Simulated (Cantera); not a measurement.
Input (Python, Cantera):

```python
import numpy as np
import cantera as ct

gas = ct.Solution("gri30.yaml")


def delay(T, t_max=10):
    gas.TPX = T, 2000000, {'H2': 1, 'O2': 0.312, 'N2': 1.17}
    reactor = ct.IdealGasReactor(gas, clone=False)
    net = ct.ReactorNet([reactor])
    net.rtol, net.atol = 1e-8, 1e-16
    while net.time < t_max:
        t_old, T_old = net.time, reactor.T
        net.step()
        if reactor.T > T + 400:  # ignition: a rise of 400 K
            return t_old + (T + 400 - T_old) / (reactor.T - T_old) * (net.time - t_old)
    return np.nan


taus = []
for T in [1448, 1523, 1598, 1673, 1748]:
    taus.append(delay(T))
    print(f"T0 = {T:6g} K   tau = {taus[-1]:.4e} s")

# d ln(tau) / d ln(k), from doubling and halving each rate constant
T, sens = 1523, []
for i in range(gas.n_reactions):
    gas.set_multiplier(2.0, i)
    up = delay(T)
    gas.set_multiplier(0.5, i)
    down = delay(T)
    gas.set_multiplier(1.0, i)
    sens.append((np.log(up / down) / np.log(4.0), gas.reaction(i).equation))
sens.sort(key=lambda x: -abs(x[0]))
print(f"sensitivities at {T} K")
for s, eq in sens[:10]:
    print(f"{s:8.3f}  {eq}")
```

Output:

```
T0 =   1448 K   tau = 1.2406e-06 s
T0 =   1523 K   tau = 7.7563e-07 s
T0 =   1598 K   tau = 5.5651e-07 s
T0 =   1673 K   tau = 4.2926e-07 s
T0 =   1748 K   tau = 3.4663e-07 s
sensitivities at 1523 K
  -1.063  H + O2 <=> O + OH
   0.253  H + O2 + M <=> HO2 + M
   0.166  H + O2 + N2 <=> HO2 + N2
  -0.125  H2 + O <=> H + OH
  -0.082  H2 + OH <=> H + H2O
  -0.064  H + HO2 <=> 2 OH
  -0.056  H + HO2 <=> H2 + O2
   0.034  H + O2 + O2 <=> HO2 + O2
  -0.019  H + H2O2 <=> H2 + HO2
  -0.006  H + O2 + H2O <=> HO2 + H2O
```

Detailed kinetics in Cantera: GRI-Mech 3.0 (53 species, 325 reactions). The hydrogen kinetics of GRI-Mech 3.0 are dated; newer H2 mechanisms differ, most at raised pressure. The pressure lies above the range GRI-Mech 3.0 was tuned for (to about 10 atm). Where the delays flatten at high temperature, the 400 K rule measures the pace of heat release, not the induction time.
